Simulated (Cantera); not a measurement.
Charge: 1 mol AlI3, 1.1 mol H2O, 2.1 mol H2, 25 mol N2O, equilibrated at 13.3 mbar.

Cantera equilibrium calculation (NASA polynomials, part measured and part estimated; ideal gas, pure solids and liquids). Candidate condensed phases: Al, AlI3, AlN, Al2O3, H2O, I2; 41 gas species. Rates play no part.

log p: log10 of the partial pressure in bar; n: condensed amount in mol.

```json
[
 {"T (K)": "1398", "log p N2": "-2.10", "log p O2": "-2.47", "log p H2O": "-2.99", "log p I": "-3.02", "log p NO": "-5.04", "log p OH": "-5.96", "log p O": "-7.27", "n Al2O3(s)": "0.500"},
 {"T (K)": "1448", "log p N2": "-2.10", "log p O2": "-2.47", "log p H2O": "-2.99", "log p I": "-3.02", "log p NO": "[?]", "log p OH": "[?]", "log p O": "[?]", "n Al2O3(s)": "0.500"},
 {"T (K)": "1498", "log p N2": "-2.10", "log p O2": "-2.47", "log p H2O": "-2.99", "log p I": "-3.02", "log p NO": "-4.81", "log p OH": "-5.56", "log p O": "-6.64", "n Al2O3(s)": "0.500"},
 {"T (K)": "1548", "log p N2": "-2.10", "log p O2": "-2.47", "log p H2O": "-2.99", "log p I": "-3.02", "log p NO": "-4.71", "log p OH": "-5.38", "log p O": "-6.35", "n Al2O3(s)": "0.500"},
 {"T (K)": "1598", "log p N2": "-2.10", "log p O2": "-2.47", "log p H2O": "-2.99", "log p I": "-3.02", "log p NO": "-4.61", "log p OH": "-5.20", "log p O": "-6.08", "n Al2O3(s)": "0.500"},
 {"T (K)": "1648", "log p N2": "-2.10", "log p O2": "-2.47", "log p H2O": "-2.99", "log p I": "-3.02", "log p NO": "-4.52", "log p OH": "-5.04", "log p O": "-5.83", "n Al2O3(s)": "0.500"},
 {"T (K)": "1698", "log p N2": "-2.10", "log p O2": "-2.47", "log p H2O": "-3.00", "log p I": "-3.02", "log p NO": "[?]", "log p OH": "[?]", "log p O": "[?]", "n Al2O3(s)": "0.500"},
 {"T (K)": "1748", "log p N2": "-2.10", "log p O2": "-2.47", "log p H2O": "-3.00", "log p I": "-3.02", "log p NO": "-4.36", "log p OH": "-4.75", "log p O": "-5.37", "n Al2O3(s)": "0.500"},
 {"T (K)": "1798", "log p N2": "-2.10", "log p O2": "-2.47", "log p H2O": "-3.00", "log p I": "-3.02", "log p NO": "-4.28", "log p OH": "-4.61", "log p O": "-5.16", "n Al2O3(s)": "0.500"},
 {"T (K)": "1848", "log p N2": "-2.10", "log p O2": "-2.47", "log p H2O": "-3.00", "log p I": "-3.02", "log p NO": "-4.21", "log p OH": "-4.49", "log p O": "-4.96", "n Al2O3(s)": "0.500"},
 {"T (K)": "1898", "log p N2": "-2.10", "log p O2": "-2.48", "log p H2O": "-3.00", "log p I": "-3.02", "log p NO": "-4.14", "log p OH": "-4.37", "log p O": "-4.77", "n Al2O3(s)": "0.500"},
 {"T (K)": "1948", "log p N2": "-2.10", "log p O2": "-2.48", "log p H2O": "-3.01", "log p I": "-3.02", "log p NO": "-4.08", "log p OH": "-4.26", "log p O": "-4.59", "n Al2O3(s)": "0.500"},
 {"T (K)": "1998", "log p N2": "-2.10", "log p O2": "-2.48", "log p H2O": "-3.01", "log p I": "-3.02", "log p NO": "-4.02", "log p OH": "-4.15", "log p O": "-4.42", "n Al2O3(s)": "0.500"},
 {"T (K)": "2048", "log p N2": "-2.10", "log p O2": "-2.48", "log p H2O": "-3.02", "log p I": "-3.02", "log p NO": "-3.96", "log p OH": "-4.05", "log p O": "-4.26", "n Al2O3(s)": "0.500"}
]
```

Question: Complete the blanks.

Answer: 
- 1698, log p NO: -4.44
- 1698, log p OH: -4.89
- 1698, log p O: -5.59
- 1448, log p NO: -4.92
- 1448, log p OH: -5.75
- 1448, log p O: -6.94
